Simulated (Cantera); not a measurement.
Input (Python, Cantera):

```python
import numpy as np
import cantera as ct

gas = ct.Solution("gri30.yaml")
gas.TPX = 1650, 100000, {'H2': 1, 'O2': 1.25, 'N2': 8, 'H2O': 0.41}
reactor = ct.IdealGasConstPressureReactor(gas, energy="on", clone=False)
net = ct.ReactorNet([reactor])
net.rtol, net.atol = 1e-08, 1e-16
show = ['H2', 'O2', 'H2O', 'HO2', 'NO', 'H2O2']
times = np.geomspace(9e-06, 0.3, 13)

steps = ct.SolutionArray(gas, extra=["t"])
rows = []
print(f"{'t/s':>10s}{'T/K':>9s}{'P/Pa':>11s}" + "".join(f"{s:>11s}" for s in show))
for t in times:
    while net.time < t:
        t_next = net.step()
        steps.append(gas.state, t=t_next)
    rows.append([np.interp(t, steps.t, y) for y in (steps.T, steps.P, *steps(*show).X.T)])
    print(f"{t:10.3e}{rows[-1][0]:9.1f}{rows[-1][1]:11.4g}" + "".join(f"{x:11.3e}" for x in rows[-1][2:]))
rate = np.gradient(steps.T, steps.t)
print("integrator steps:", len(steps.t))
if steps.T.max() > steps.T[0] + 200:
    print(f"time of steepest temperature rise: {steps.t[rate.argmax()]:.4e} s")
gas.TPX = 1650, 100000, {'H2': 1, 'O2': 1.25, 'N2': 8, 'H2O': 0.41}
gas.equilibrate("HP")
print(f"equilibrium (HP): T = {gas.T:.1f} K  " + "  ".join(f"{s} {gas[s].X[0]:.3e}" for s in show))
```

Result:

```
       t/s      T/K       P/Pa         H2         O2        H2O        HO2         NO       H2O2
 9.000e-06   1650.4      1e+05  9.236e-02  1.165e-01  3.943e-02  1.644e-05  9.331e-11  2.040e-07
 2.144e-05   1758.9      1e+05  1.312e-02  7.082e-02  1.007e-01  2.166e-05  5.501e-06  8.760e-07
 5.106e-05   1943.4      1e+05  9.993e-03  6.971e-02  1.114e-01  1.423e-05  2.080e-05  4.108e-07
 1.216e-04   2103.3      1e+05  5.904e-03  6.989e-02  1.221e-01  7.891e-06  3.857e-05  2.214e-07
 2.896e-04   2207.9      1e+05  2.509e-03  7.099e-02  1.302e-01  4.334e-06  6.450e-05  1.428e-07
 6.899e-04   2251.8      1e+05  1.021e-03  7.195e-02  1.341e-01  3.675e-06  9.818e-05  1.369e-07
 1.643e-03   2257.9      1e+05  8.219e-04  7.210e-02  1.347e-01  3.712e-06  1.498e-04  1.435e-07
 3.914e-03   2257.7      1e+05  8.194e-04  7.205e-02  1.347e-01  3.708e-06  2.669e-04  1.435e-07
 9.322e-03   2257.2      1e+05  8.175e-04  7.192e-02  1.347e-01  3.697e-06  5.411e-04  1.431e-07
 2.220e-02   2256.0      1e+05  8.134e-04  7.162e-02  1.348e-01  3.671e-06  1.167e-03  1.424e-07
 5.288e-02   2253.3      1e+05  8.047e-04  7.098e-02  1.348e-01  3.617e-06  2.493e-03  1.409e-07
 1.260e-01   2248.8      1e+05  7.899e-04  6.987e-02  1.349e-01  3.525e-06  4.782e-03  1.382e-07
 3.000e-01   2244.2      1e+05  7.751e-04  6.875e-02  1.350e-01  3.432e-06  7.113e-03  1.355e-07
integrator steps: 1183
time of steepest temperature rise: 1.5460e-05 s
equilibrium (HP): T = 2242.6 K  H2 7.700e-04  O2 6.836e-02  H2O 1.350e-01  HO2 3.400e-06  NO 7.919e-03  H2O2 1.346e-07
```

Model: GRI-Mech 3.0 (53 species, 325 reactions), integrated in Cantera.
